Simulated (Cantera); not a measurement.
Feed: 1 mol Si, 0.47 mol CO2, 500 mol H2, held at 1827 °C and 1.00 bar.

Equilibrium computed with Cantera from the NASA thermochemical tables; the gas is ideal and each condensed phase is pure. Candidate condensed phases: C, C6H6, C7H8, C8H18, H2O, Si, SiC, SiO2; 123 gas species. Mutual solubility and eutectic melting of coexisting phases are not modelled. Gases not in the tables: Si2H6 and higher silanes. Kinetics and transport are ignored.

Problem. What is the equilibrium state?

Solution. 
| Item | Result |
|---|---|
| x(H2) | 0.995 |
| x(H) | 0.00311 |
| x(SiO) | 0.00123 |
| x(CO) | 0.000644 |
| x(SiH2) | 0.000181 |
| x(Si) | 0.000133 |
| x(SiH) | 7.22e-5 |
| x(CH4) | 2.54e-5 |
| x(C2H2 (acetylene)) | 8.73e-6 |
| n(Si(l)) | 0.0586 mol |
| n(SiC(s)) | 0.122 mol |
| gas amount | 501.8 mol |
| log10 activity of C(graphite) (absent) | -1.11 |
